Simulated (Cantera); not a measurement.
An adiabatic, constant-volume homogeneous reactor starts with CH4 : O2 : N2 : CO2 = 1 : 4.44 : 16.7 : 5.6 (molar parts), equivalence ratio 0.45, at 1748 K and 34000 Pa. Integrator tolerance rtol = 1e-08.

Model: GRI-Mech 3.0 (53 species, 325 reactions), integrated in Cantera.

| quantity | before | after |
|---|---|---|
| time of steepest temperature rise | 0.479 ms | 22.6 µs |
| temperature at 3.00 s | 2355 K | 2473 K |
| equilibrium temperature | 2355 K | 2473 K |
| x(CH4) at 3.00 s | <1e-12 (gas-phase equilibrium <1e-12) | <1e-12 (gas-phase equilibrium <1e-12) |
| x(O2) at 3.00 s | 0.0880 (gas-phase equilibrium 0.0880) | 0.0832 (gas-phase equilibrium 0.0832) |
| x(CO2) at 3.00 s | 0.217 (gas-phase equilibrium 0.217) | 0.231 (gas-phase equilibrium 0.231) |
| x(HCO) at 3.00 s | 8.43e-10 (gas-phase equilibrium 8.43e-10) | 1.49e-9 (gas-phase equilibrium 1.49e-9) |
| x(CH3) at 3.00 s | <1e-12 (gas-phase equilibrium <1e-12) | <1e-12 (gas-phase equilibrium <1e-12) |
| x(H) at 3.00 s | 0.000579 (gas-phase equilibrium 0.000579) | 9.52e-5 (gas-phase equilibrium 9.52e-5) |
| x(NO) at 3.00 s | 0.00986 (gas-phase equilibrium 0.00986) | 0.0120 (gas-phase equilibrium 0.0120) |

Task: Name the change that produced these shifts.
(A) pressure from 34000 Pa to 200000 Pa
(B) pressure from 34000 Pa to 220000 Pa
(C) O2 4.44 to 2.3 parts
(D) pressure from 34000 Pa to 1200000 Pa

Result: D, pressure from 34000 Pa to 1200000 Pa
